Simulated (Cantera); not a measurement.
Input (Python, Cantera) and output of one run.

```python
import numpy as np
import cantera as ct

gas_names = """
    Fe H H2 H2S N NH NH2 NH3 N2 N2H2 N2H4 S SH SN S2 S8
""".split()
cond_names = """
    Fe(a) Fe(c) Fe(d) Fe(L) FeS(a) FeS(b) FeS(c) FeS(L) FeS2(s) S(cr1) S(cr2) S(L)
""".split()


def load(file, names, dense=False):
    # The tables refer to 1 bar. Condensed volumes are neglected.
    table = {s.name: s for s in ct.Species.list_from_file(file)}
    out = []
    for n in names:
        d = dict(table[n].input_data)
        d["thermo"] = dict(d["thermo"], **{"reference-pressure": 1e5})
        if dense:
            d["equation-of-state"] = {"model": "constant-volume", "density": "1e6 g/cm^3"}
        out.append(ct.Species.from_dict(d))
    return out


gas = ct.Solution(thermo="ideal-gas", species=load("nasa_gas.yaml", gas_names))
cond = {s.name: ct.Solution(thermo="fixed-stoichiometry", species=[s], name=s.name)
        for s in load("nasa_condensed.yaml", cond_names, dense=True)}
atoms = {
    'Fe': {'Fe': 1},
    'H2S': {'H': 2, 'S': 1},
    'N2': {'N': 2},
}
top_T = {'FeS2(s)': 1010}  # K; cautious upper limits of use, not melting points


def equilibrate(T, P, feed):
    n = {}
    for name, mol in feed.items():
        for a, k in atoms[name].items():
            n[a] = n.get(a, 0.0) + k * mol
    gas.TPX = T, P, n
    mass = sum(n.values()) * gas.mean_molecular_weight
    gas.equilibrate("TP")
    valid = [c for c in cond.values() if c.min_temp <= T <= top_T.get(c.name, c.max_temp)]
    mix = ct.Mixture([(gas, mass / gas.mean_molecular_weight)] + [(c, 0.0) for c in valid])
    mix.T, mix.P = T, P
    mix.equilibrate("TP", solver="vcs", rtol=1e-11, max_steps=5000)
    return mix


results = []
T = 725  # K
P = 13332.2  # Pa
for m in [0.057, 0.082, 0.12, 0.17, 0.25, 0.36, 0.51, 0.74, 1.1, 1.5, 2.2]:
    feed = {'Fe': 1, 'H2S': m, 'N2': 49}  # mol
    mix = equilibrate(T, P, feed)
    results.append((T, P, feed, dict(zip(mix.species_names, mix.species_moles))))

top = {s: max(r[3][s] / sum(r[3][g] for g in gas_names) for r in results) for s in gas_names}
cols = sorted((s for s in top if top[s] > 0.001), key=lambda s: -top[s])[:6]
seen = [c for c in cond_names if any(r[3].get(c, 0) > 1e-12 for r in results)]
print("log10 of partial pressures in bar; condensed amounts in mol")
print(f"{'n(H2S)':>10s}" + "".join(f"{s[:9]:>10s}" for s in cols + seen))
for T, P, feed, n in results:
    ng = sum(n[g] for g in gas_names)
    print(f"{feed['H2S']:10.4g}" + "".join(f"{np.log10(max(n[s] / ng * P / 1e5, 1e-99)):10.3f}" for s in cols)
          + "".join(f"{n.get(c, 0):10.4g}" for c in seen))
```

Result:

```
log10 of partial pressures in bar; condensed amounts in mol
    n(H2S)        N2       H2S        H2     Fe(a)    FeS(c)
     0.057    -0.876    -8.070    -3.810     0.943     0.057
     0.082    -0.876    -7.912    -3.652     0.918     0.082
      0.12    -0.876    -7.747    -3.487      0.88      0.12
      0.17    -0.877    -7.597    -3.336      0.83      0.17
      0.25    -0.877    -7.430    -3.170      0.75      0.25
      0.36    -0.878    -7.272    -3.012      0.64      0.36
      0.51    -0.880    -7.123    -2.862      0.49      0.51
      0.74    -0.882    -6.963    -2.703      0.26      0.74
       1.1    -0.885    -3.575    -2.575         0         1
       1.5    -0.888    -2.879    -2.578         0         1
       2.2    -0.894    -2.505    -2.584         0         1
```

Method: chemical equilibrium by Gibbs-energy minimisation in Cantera with the NASA 1993 tables (ideal gas, pure condensed phases). FeS: taken at fixed stoichiometry.
